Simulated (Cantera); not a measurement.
A closed system holds: 1 mol H2O, at 800 °C and 0.00133 bar.

These are equilibrium values from Cantera (NASA tables, ideal gas, pure condensed phases), not measurements of a reactor. Candidate condensed phases: H2O; 9 gas species. Equilibrium is a limit: real reactors are often held back by kinetics, nucleation or transport.

Base state: H2O 1.000 (mole fractions); condensed: gas only.

Task: What changes in the equilibrium state with this change: 0.61 mol CH4 added?

Result: 
```csv
species,before,after
H2,8.81e-6,0.678
CO,0,0.184
H2O,1.000,0.106
CO2,0,0.0313
```
Further candidate phases: C, C6H6, C7H8, C8H18.
